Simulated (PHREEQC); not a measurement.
Make-up at 25 °C: 0.0011 mol NaH2PO4 and 0.0023 mol HF per kg of water. Closed to the air; pH follows from the charge balance.

Model: ion-association model, phreeqc.dat, run in PHREEQC.

| quantity | before | after |
|---|---|---|
| pH | 3.06 | 3.26 |
| ionic strength (mol/kgw) | 0.00201 | 0.00167 |
| HF (mol/kgw) | 0.00127 | 0.000503 |
| F- (mol/kgw) | 0.00102 | 0.000645 |
| H2PO4- (mol/kgw) | 0.000981 | 0.00102 |
| H3PO4 (mol/kgw) | 0.000119 | 7.83e-5 |

Name the change that produced these shifts.
A. HF from 0.0023 to 0.00115 mol/kgw
B. NaH2PO4 from 0.0011 to 0.00099 mol/kgw
C. 5.2e-05 mol/kgw KCl added
D. HF from 0.0023 to 0.00253 mol/kgw
E. HF replaced by Na2SiF6 at the same molality

A, HF from 0.0023 to 0.00115 mol/kgw

Precipitation was switched off in this run.
